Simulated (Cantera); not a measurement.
A closed system holds: 1 mol CCl₄, 0.015 mol Si, at 1202 °C and 75.0 Torr.

These are equilibrium values from Cantera (NASA tables, ideal gas, pure condensed phases), not measurements of a reactor. Candidate condensed phases: C, Si, SiC; 24 gas species. The numbers say what is thermodynamically allowed, not how fast it happens.

Base state: Cl₂ 0.849, Cl 0.143, SiCl₄ 0.00701, CCl₄ 1.65e-5 (mole fractions); condensed: C(graphite).

Question: What changes in the equilibrium state with this change: temperature from 1202 °C to 527 °C?

Answer: 
```json
[
 {"species": "Cl₂", "before": "0.849", "after": "0.982"},
 {"species": "CCl₄", "before": "1.65e-5", "after": "0.00997"},
 {"species": "SiCl₄", "before": "0.00701", "after": "0.00763"},
 {"species": "Cl", "before": "0.143", "after": "2.93e-5"},
 {"species": "C(graphite), mol", "before": "1.000", "after": "0.980"}
]
```
Gases not in the tables: chlorinated aromatics.
